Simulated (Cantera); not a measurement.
What does this Cantera script print?

```python
import numpy as np
import cantera as ct

gas = ct.Solution("h2o2.yaml")
gas.TPX = 450, 55000, {'H2': 1, 'O2': 0.25, 'N2': 0.94}
flame = ct.FreeFlame(gas, width=0.061)
flame.set_refine_criteria(ratio=3, slope=0.08, curve=0.16)
flame.transport_model = "mixture-averaged"
flame.solve(loglevel=0, auto=True)
z, T = flame.grid, flame.T
thick = (T[-1] - T[0]) / np.gradient(T, z).max()
show = ['H2', 'O2', 'H2O2', 'H', 'H2O', 'HO2']
print(f"laminar burning velocity  {flame.velocity[0] * 100:.3f} cm/s")
print(f"burnt temperature         {T[-1]:.1f} K")
print(f"thermal thickness         {thick * 1e3:.4f} mm")
print(f"grid points               {len(z)}")
z0 = z[flame.heat_release_rate.argmax()]
print(f"{'z/mm':>9s}{'T/K':>9s}{'u/(m/s)':>9s}" + "".join(f"{s:>11s}" for s in show))
rows = []
for k in (-3, -2, -1.5, -1, -0.5, -0.25, 0, 0.25, 0.5, 1, 2, 4, 8):
    zz = z0 + k * thick
    rows.append([k * thick, np.interp(zz, z, T), np.interp(zz, z, flame.velocity),
                 *(np.interp(zz, z, flame.X[gas.species_index(s)]) for s in show)])
    print(f"{rows[-1][0] * 1e3:9.3f}{rows[-1][1]:9.1f}{rows[-1][2]:9.3f}" + "".join(f"{x:11.3e}" for x in rows[-1][3:]))
```

It prints:

```
laminar burning velocity  530.745 cm/s
burnt temperature         2159.5 K
thermal thickness         0.8811 mm
grid points               132
     z/mm      T/K  u/(m/s)         H2         O2       H2O2          H        H2O        HO2
   -2.643    450.0    5.307  4.566e-01  1.142e-01  4.296e-17  1.129e-17  1.235e-14  1.359e-14
   -1.762    450.0    5.307  4.566e-01  1.142e-01  9.286e-15  3.097e-15  2.350e-12  3.329e-12
   -1.322    450.0    5.307  4.566e-01  1.142e-01  7.098e-13  5.323e-13  1.331e-10  2.425e-10
   -0.881    450.0    5.308  4.566e-01  1.142e-01  3.093e-10  1.961e-09  3.626e-08  8.619e-08
   -0.441    468.0    5.497  4.537e-01  1.143e-01  5.476e-06  1.052e-04  5.736e-04  1.848e-04
   -0.220    713.1    8.179  4.212e-01  1.080e-01  1.855e-05  8.004e-03  2.026e-02  1.245e-04
    0.000   1127.5   12.559  3.200e-01  7.241e-02  1.160e-06  5.041e-02  9.955e-02  4.464e-05
    0.220   1402.2   15.496  2.244e-01  1.788e-02  6.487e-07  8.974e-02  2.038e-01  1.049e-05
    0.441   1516.2   16.673  2.038e-01  3.011e-03  4.087e-07  9.343e-02  2.341e-01  1.681e-06
    0.881   1623.7   17.729  2.082e-01  7.257e-04  2.975e-07  8.199e-02  2.402e-01  3.910e-07
    1.762   1738.7   18.827  2.179e-01  5.012e-04  1.883e-07  6.623e-02  2.427e-01  2.585e-07
    3.524   1852.4   19.884  2.274e-01  3.233e-04  1.035e-07  5.025e-02  2.457e-01  1.676e-07
    7.048   1954.2   20.807  2.360e-01  1.778e-04  5.251e-08  3.568e-02  2.489e-01  9.887e-08
```

Computed with Cantera and the H2/O2 subset of GRI-Mech 3.0, which has no nitrogen chemistry. Burning velocities carry a grid error of a few per cent, more on coarse grids.
